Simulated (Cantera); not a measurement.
An isothermal, constant-pressure homogeneous reactor starts with CO : O2 : H2O : N2 = 0.0019 : 0.023 : 0.026 : 1 (molar parts), equivalence ratio 0.041, at 898 K and 10.0 bar.

Computed with Cantera and GRI-Mech 3.0 (53 species, 325 reactions).

x: mole fraction; the columns are a selection and need not sum to one.

```tsv
t (s)	x CO	x O2	x H2O	x H2	x CO2
3.00e-5	0.00181	0.0219	0.0247	<1e-12	<1e-12
0.000141	0.00181	0.0219	0.0247	<1e-12	5.85e-12
0.000659	0.00181	0.0219	0.0247	<1e-12	4.47e-11
0.00309	0.00181	0.0219	0.0247	<1e-12	2.85e-10
0.0145	0.00181	0.0219	0.0247	1.06e-12	1.96e-9
0.0679	0.00181	0.0219	0.0247	1.18e-11	2.23e-8
0.318	0.00181	0.0219	0.0247	2.46e-10	4.62e-7
1.49	0.00179	0.0219	0.0247	1.15e-8	1.76e-5
7.00	[?]	0.0218	0.0247	[?]	[?]
```

Question: Complete the blanks.

Answer: 
- 7.00, x CO: 0.00156
- 7.00, x H2: 1.65e-7
- 7.00, x CO2: 0.000252
